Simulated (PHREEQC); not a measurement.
0.027 g of hydrous ferric oxide (600 m²/g; 0.2 weak and 0.005 strong sites per Fe, Dzombak-Morel constants, diffuse double layer) in 1 kg of water with 0.1 mol/kgw of an inert sodium salt, at 25 °C; the pH is set by adding NaOH or the inert anion's acid. Oxygen is held at 0.21 atm. No CO2 enters from the air. Nothing may precipitate in this run.

Base run: PHREEQC, ion-association model, wateq4f.dat. Each further column changes one thing. The table gives surface charge σ (C/m²).

```csv
pH,base,background salt from 0.1 to 0.01 mol/kgw,oxide from 0.027 to 0.14 g/kgw,6.3e-06 mol/kgw Na2SeO4 added
3,0.363,0.324,0.363,…
4,0.321,…,0.321,…
5,0.215,…,0.215,…
6,0.111,0.049,0.111,…
7,0.045,0.017,0.045,0.045
8,0.004,0.001,0.004,0.004
9,-0.034,-0.013,-0.034,-0.034
```

**Question.** Fill in the missing entries.

**Answer.** 
- 3, 6.3e-06 mol/kgw Na2SeO4 added: 0.305
- 4, background salt from 0.1 to 0.01 mol/kgw: 0.216
- 4, 6.3e-06 mol/kgw Na2SeO4 added: 0.273
- 5, background salt from 0.1 to 0.01 mol/kgw: 0.113
- 5, 6.3e-06 mol/kgw Na2SeO4 added: 0.192
- 6, 6.3e-06 mol/kgw Na2SeO4 added: 0.108

The oxide is taken as insoluble; below pH 4 it would dissolve.
